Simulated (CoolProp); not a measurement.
A single-stage vapour-compression cycle with the fluid: evaporating at 277.15 K (dew point), condensing at 327.15 K (bubble point), superheat 10 K, subcooling 2 K, compressor efficiency 0.7, no pressure losses. The same conditions are run with several fluids, on thermodynamics alone (safety and materials aside).

Model: reference Helmholtz-energy equation of state of each fluid (isobutene: Lemmon 2005; R11: Jacobsen 1992; R125: Lemmon 2005; isohexane: Lemmon 2006; R143a: Lemmon and Jacobsen 2000; carbonyl sulfide: Lemmon 2006), in CoolProp.

```json
[
 {"fluid": "isobutene", "cooling COP": "3.16", "pressure ratio": "4.41", "discharge temperature (K)": "348.6", "refrigerating effect (kJ/kg)": "…", "volumetric capacity (kJ/m³)": "1060"},
 {"fluid": "R11", "cooling COP": "3.35", "pressure ratio": "5.57", "discharge temperature (K)": "366.7", "refrigerating effect (kJ/kg)": "152", "volumetric capacity (kJ/m³)": "…"},
 {"fluid": "R125", "cooling COP": "2.31", "pressure ratio": "3.66", "discharge temperature (K)": "346.0", "refrigerating effect (kJ/kg)": "70.1", "volumetric capacity (kJ/m³)": "3140"},
 {"fluid": "isohexane", "cooling COP": "3.22", "pressure ratio": "7.56", "discharge temperature (K)": "337.6", "refrigerating effect (kJ/kg)": "268", "volumetric capacity (kJ/m³)": "107"},
 {"fluid": "R143a", "cooling COP": "2.57", "pressure ratio": "3.60", "discharge temperature (K)": "352.9", "refrigerating effect (kJ/kg)": "113", "volumetric capacity (kJ/m³)": "3280"},
 {"fluid": "carbonyl sulfide", "cooling COP": "3.01", "pressure ratio": "…", "discharge temperature (K)": "395.5", "refrigerating effect (kJ/kg)": "208", "volumetric capacity (kJ/m³)": "4240"}
]
```

### Question
Some entries are withheld; supply them.

### Answer

- isobutene, refrigerating effect (kJ/kg): 282
- R11, volumetric capacity (kJ/m³): 423
- carbonyl sulfide, pressure ratio: 3.38
